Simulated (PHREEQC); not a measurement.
Consider water at 25 °C with 36 mmol/kgw CdCl2, 0.29 mmol/kgw KCl and 0.079 mmol/kgw H2SO4. Closed to the air; pH follows from the charge balance.

Computed with PHREEQC (ion-association model, phreeqc.dat).

Question: The ionic strength comes out as 0.0569 mol/kgw. What activity coefficients do CdCl3-, H+, SO4-2, Cl-, K+ get?

Answer: CdCl3- 0.81, H+ 0.85, SO4-2 0.44, Cl- 0.81, K+ 0.80.

Precipitation was switched off in this run.
